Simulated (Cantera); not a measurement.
A Cantera script and what it prints.

```python
import numpy as np
import cantera as ct

gas_names = """
    B BH BH2 BH3 BN BO BO2 B2 B2O B2O2 B2O3 B3O3H3 H HBO HBO2 HNO HNO2 HNO3 HO2 H2 H2O H2O2 H3B3O6 N NH
    NH2 NH3 NH2OH NO NO2 NO3 N2 N2H2 N2H4 N2O O OH O2 O3
""".split()
cond_names = """
    B(b) B(L) BN(s) B2O3(L) B3O3H3(cr) H2O(s) H2O(L)
""".split()


# ... load() reads the species with a 1 bar reference pressure and builds the phases ...
atoms = {
    'B2O3': {'B': 2, 'O': 3},
    'H2': {'H': 2},
    'N2': {'N': 2},
}
top_T = {'BN(s)': 3200}  # K; cautious upper limits of use, not melting points


# ... equilibrate(T, P, feed) seeds the gas with the atoms and calls Mixture.equilibrate('TP', solver="vcs", rtol=1e-11, max_steps=5000) ...
results = []
T = 2173.15  # K
P = 10000  # Pa
for m in [5, 6.7, 9, 12, 16, 22, 29, 39, 52]:
    feed = {'B2O3': 1, 'H2': m, 'N2': 0.13}  # mol
    mix = equilibrate(T, P, feed)
    results.append((T, P, feed, dict(zip(mix.species_names, mix.species_moles))))

top = {s: max(r[3][s] / sum(r[3][g] for g in gas_names) for r in results) for s in gas_names}
cols = sorted((s for s in top if top[s] > 1e-06), key=lambda s: -top[s])[:6]
seen = [c for c in cond_names if any(r[3].get(c, 0) > 1e-12 for r in results)]
print("log10 of partial pressures in bar; condensed amounts in mol")
print(f"{'n(H2)':>10s}" + "".join(f"{s[:9]:>10s}" for s in cols + seen))
for T, P, feed, n in results:
    ng = sum(n[g] for g in gas_names)
    print(f"{feed['H2']:10.4g}" + "".join(f"{np.log10(max(n[s] / ng * P / 1e5, 1e-99)):10.3f}" for s in cols)
          + "".join(f"{n.get(c, 0):10.4g}" for c in seen))
```

Result:

```
log10 of partial pressures in bar; condensed amounts in mol
     n(H2)        H2      B2O3      HBO2       HBO        N2         H
         5    -1.140    -2.098    -2.142    -2.240    -2.679    -2.886
       6.7    -1.112    -2.247    -2.218    -2.284    -2.785    -2.872
         9    -1.089    -2.407    -2.303    -2.337    -2.897    -2.861
        12    -1.072    -2.574    -2.395    -2.395    -3.009    -2.852
        16    -1.058    -2.750    -2.494    -2.458    -3.125    -2.845
        22    -1.046    -2.958    -2.612    -2.535    -3.255    -2.839
        29    -1.038    -3.148    -2.723    -2.606    -3.369    -2.835
        39    -1.031    -3.363    -2.850    -2.687    -3.494    -2.831
        52    -1.025    -3.583    -2.982    -2.770    -3.615    -2.829
```

Method: chemical equilibrium by Gibbs-energy minimisation in Cantera with the NASA 1993 tables (ideal gas, pure condensed phases).
